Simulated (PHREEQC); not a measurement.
Consider water at 69 °C with 0.087 mol MnSO4 and 0.00038 mol NaCl per kg of water. Closed to the air; pH follows from the charge balance.

Computed with PHREEQC (ion-association model, wateq4f.dat).

Problem. The ionic strength comes out as 0.152 mol/kgw. What activity coefficients do NaSO4-, Na+, MnCl+, SO4-2, Cl- get?

Solution. NaSO4- 0.75, Na+ 0.74, MnCl+ 0.74, SO4-2 0.30, Cl- 0.71.

No solid was allowed to form. Away from 25 °C the constants follow the database's enthalpies or fits; those with neither stay at their 25 °C values.
